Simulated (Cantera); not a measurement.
Charge: 1 mol BaF2, 0.12 mol N2, equilibrated at 1575 °C and 2.18 Torr.

Equilibrium computed with Cantera from the NASA thermochemical tables; the gas is ideal and each condensed phase is pure. Candidate condensed phases: Ba, BaF2; 10 gas species. Equilibrium is a limit: real reactors are often held back by kinetics, nucleation or transport.

**Question.** What is the equilibrium state?

**Answer.** 
- x(BaF2): 0.893
- x(N2): 0.107
- x(F): 0.000119
- x(BaF): 0.000119
- gas amount: 1.120 mol
- log10 activity of Ba(l) (absent): -11.50
